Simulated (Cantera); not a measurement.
Cantera run:

```python
import numpy as np
import cantera as ct

gas_names = """
    Fe FeO Fe(OH)2 H HO2 H2 H2O H2O2 H2S H2SO4 O OH O2 O3 S SH SO SO2 SO3 S2 S2O S8
""".split()
cond_names = """
    Fe(a) Fe(c) Fe(d) Fe(L) FeO(s) FeO(L) Fe(OH)2(s) Fe(OH)3(s) FeS(a) FeS(b) FeS(c) FeS(L) FeSO4(s)
    FeS2(s) Fe2O3(s) Fe2S3O12(s) Fe3O4(s) H2O(s) H2O(L) H2SO4(L) S(cr1) S(cr2) S(L)
""".split()


def load(file, names, dense=False):
    # The tables refer to 1 bar. Condensed volumes are neglected.
    table = {s.name: s for s in ct.Species.list_from_file(file)}
    out = []
    for n in names:
        d = dict(table[n].input_data)
        d["thermo"] = dict(d["thermo"], **{"reference-pressure": 1e5})
        if dense:
            d["equation-of-state"] = {"model": "constant-volume", "density": "1e6 g/cm^3"}
        out.append(ct.Species.from_dict(d))
    return out


gas = ct.Solution(thermo="ideal-gas", species=load("nasa_gas.yaml", gas_names))
cond = {s.name: ct.Solution(thermo="fixed-stoichiometry", species=[s], name=s.name)
        for s in load("nasa_condensed.yaml", cond_names, dense=True)}
atoms = {
    'FeS': {'Fe': 1, 'S': 1},
    'H2S': {'H': 2, 'S': 1},
    'H2O': {'H': 2, 'O': 1},
}
top_T = {'FeSO4(s)': 950, 'FeS2(s)': 1010, 'Fe2O3(s)': 1830, 'Fe2S3O12(s)': 1100, 'Fe3O4(s)': 1870}  # K; cautious upper limits of use, not melting points


def equilibrate(T, P, feed):
    n = {}
    for name, mol in feed.items():
        for a, k in atoms[name].items():
            n[a] = n.get(a, 0.0) + k * mol
    gas.TPX = T, P, n
    mass = sum(n.values()) * gas.mean_molecular_weight
    gas.equilibrate("TP")
    valid = [c for c in cond.values() if c.min_temp <= T <= top_T.get(c.name, c.max_temp)]
    mix = ct.Mixture([(gas, mass / gas.mean_molecular_weight)] + [(c, 0.0) for c in valid])
    mix.T, mix.P = T, P
    mix.equilibrate("TP", solver="vcs", rtol=1e-11, max_steps=5000)
    return mix


results = []
feed = {'FeS': 1, 'H2S': 0.089, 'H2O': 0.67}  # mol
T = 1450  # K
for P in [1000, 2300, 5400, 13000, 29000, 68000, 160000, 370000, 860000, 2000000]:
    mix = equilibrate(T, P, feed)
    results.append((T, P, feed, dict(zip(mix.species_names, mix.species_moles))))

top = {s: max(r[3][s] / sum(r[3][g] for g in gas_names) for r in results) for s in gas_names}
cols = sorted((s for s in top if top[s] > 0.0001), key=lambda s: -top[s])[:7]
seen = [c for c in cond_names if any(r[3].get(c, 0) > 1e-12 for r in results)]
print("log10 of partial pressures in bar; condensed amounts in mol")
print(f"{'P/Pa':>10s}" + "".join(f"{s[:9]:>10s}" for s in cols + seen))
for T, P, feed, n in results:
    ng = sum(n[g] for g in gas_names)
    print(f"{P:10.4g}" + "".join(f"{np.log10(max(n[s] / ng * P / 1e5, 1e-99)):10.3f}" for s in cols)
          + "".join(f"{n.get(c, 0):10.4g}" for c in seen))
```

Output:

```
log10 of partial pressures in bar; condensed amounts in mol
      P/Pa       H2O        H2       H2S        S2       SO2        SO        SH    FeO(s)    FeS(c)
      1000    -2.170    -2.674    -3.646    -3.281    -3.469    -4.766    -4.857   0.04848    0.9515
      2300    -1.777    -2.393    -3.252    -3.058    -3.133    -4.543    -4.605   0.02173    0.9783
      5400    -1.380    -2.107    -2.856    -2.837    -2.801    -4.321    -4.351 0.0006432    0.9994
   1.3e+04    -0.990    -1.782    -2.354    -2.483    -2.494    -4.079    -4.012         0         1
   2.9e+04    -0.635    -1.489    -1.907    -2.173    -2.214    -3.861    -3.711         0         1
   6.8e+04    -0.258    -1.184    -1.446    -1.861    -1.914    -3.634    -3.402         0         1
   1.6e+05     0.119    -0.884    -0.998    -1.566    -1.612    -3.409    -3.105         0         1
   3.7e+05     0.488    -0.596    -0.574    -1.293    -1.313    -3.191    -2.824         0         1
   8.6e+05     0.859    -0.311    -0.159    -1.033    -1.013    -2.976    -2.552         0         1
     2e+06     1.229    -0.030     0.246    -0.786    -0.712    -2.764    -2.288         0         1
```

Method: chemical equilibrium by Gibbs-energy minimisation in Cantera with the NASA 1993 tables (ideal gas, pure condensed phases). Metal and sulfide melt together well below either melting point, which pure phases cannot show. Mutual solubility and eutectic melting of coexisting phases are not modelled. The tables' stoichiometric FeO is somewhat more stable than real wüstite, so its field is too wide. FeO, FeS: taken at fixed stoichiometry.
